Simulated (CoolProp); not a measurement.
The numbers come from the reference Helmholtz-energy equation of state, Lemmon 2006 in CoolProp. It is a short technical equation, of lower accuracy than the large ones.

Give the vapour pressure (bar), surface tension (mN/m), vapour viscosity (µPa s) of saturated C2F6 (R116) at -12.55 °C.


```csv
T (°C),p (bar),surface tension (mN/m),vapour viscosity (µPa s)
-12.55,13.0,2.84,12.6
```

Viscosity comes from a separate model (Huber 2003), an estimate that may be off by 10 % or more. Surface tension comes from a separate correlation (Mulero 2012).
